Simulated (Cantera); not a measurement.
An isothermal, constant-pressure homogeneous reactor starts with 5.48 % H2, 94.5 % O2, equivalence ratio 0.029, at 998 K and 0.0133 bar.

Cantera simulation using the H2/O2 subset of GRI-Mech 3.0, which has no nitrogen chemistry; the numbers are that mechanism's predictions, not measurements. Radical loss at walls, strong at low pressure, is not modelled. The temperature is held fixed by assumption; the heat of reaction is taken as removed at once.

x: mole fraction; the columns are a selection and need not sum to one.

```json
[
 {"t (s)": "3.00e-5", "x H2": "0.0548", "x O2": "0.945", "x HO2": "1.43e-11", "x O": "1.43e-12", "x H2O": "<1e-12"},
 {"t (s)": "0.000172", "x H2": "0.0548", "x O2": "0.945", "x HO2": "8.24e-11", "x O": "3.71e-11", "x H2O": "1.94e-11"},
 {"t (s)": "0.000985", "x H2": "0.0548", "x O2": "0.945", "x HO2": "5.06e-10", "x O": "___", "x H2O": "2.65e-9"},
 {"t (s)": "0.00565", "x H2": "0.0483", "x O2": "0.941", "x HO2": "5.33e-6", "x O": "___", "x H2O": "0.00494"},
 {"t (s)": "0.0324", "x H2": "0.000338", "x O2": "0.937", "x HO2": "5.53e-6", "x O": "___", "x H2O": "0.0547"},
 {"t (s)": "0.185", "x H2": "1.21e-5", "x O2": "0.943", "x HO2": "1.20e-6", "x O": "___", "x H2O": "0.0563"},
 {"t (s)": "1.06", "x H2": "4.12e-7", "x O2": "0.944", "x HO2": "1.07e-7", "x O": "___", "x H2O": "0.0563"},
 {"t (s)": "6.09", "x H2": "2.79e-8", "x O2": "0.944", "x HO2": "1.07e-8", "x O": "___", "x H2O": "0.0564"},
 {"t (s)": "34.9", "x H2": "3.19e-9", "x O2": "0.944", "x HO2": "1.50e-9", "x O": "___", "x H2O": "0.0564"},
 {"t (s)": "200", "x H2": "4.65e-10", "x O2": "0.944", "x HO2": "4.30e-10", "x O": "___", "x H2O": "0.0564"}
]
```

Task: Some entries are withheld; supply them.

Result: 
- 0.000985, x O: 1.80e-9
- 0.00565, x O: 0.00265
- 0.0324, x O: 0.00589
- 0.185, x O: 0.000231
- 1.06, x O: 9.43e-6
- 6.09, x O: 7.54e-7
- 34.9, x O: 9.31e-8
- 200, x O: 1.40e-8
